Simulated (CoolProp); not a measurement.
Saturation properties of CHF3 (R23).

Computed with CoolProp (reference Helmholtz-energy equation of state, Penoncello 2003).

```tsv
T (°C)	p (kPa)	liquid density (kg/m³)	vapour density (kg/m³)
-96.35	40.90	1499	1.996
-88.45	68.82	1470	3.246
-80.65	?	?	5.019
-72.75	?	1410	7.515
-64.85	249.1	1378	10.90
-56.95	357.1	1345	?
-49.15	495.7	1312	21.13
-41.25	674.3	?	28.61
-33.35	897.6	1237	38.16
-25.55	1168	1197	50.12
-17.65	1501	1153	65.55
-9.75	1899	1104	85.38
```

Question: Fill in the missing entries.

Answer: 
- -80.65, p (kPa): 109.6
- -80.65, liquid density (kg/m³): 1440
- -72.75, p (kPa): 168.3
- -56.95, vapour density (kg/m³): 15.38
- -41.25, liquid density (kg/m³): 1276

It boils at -82.0 °C under 1 atm.
